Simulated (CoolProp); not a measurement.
Model: reference Helmholtz-energy equation of state, Lemmon 2006, in CoolProp. It is a short technical equation, of lower accuracy than the large ones.

Problem. For carbon monoxide, give the phase and the cv (kJ/(kg K)), Joule-Thomson coefficient (K/MPa) at -139.45 °C and 3.69 MPa; 66.95 °C and 0.0651 MPa; 3.25 °C and 2.29 MPa.

Solution. 
- -139.45 °C and 3.69 MPa: supercritical; cv 1.26, Joule-Thomson coefficient 4.40
- 66.95 °C and 0.0651 MPa: gas; cv 0.745, Joule-Thomson coefficient 1.92
- 3.25 °C and 2.29 MPa: gas; cv 0.750, Joule-Thomson coefficient 2.71
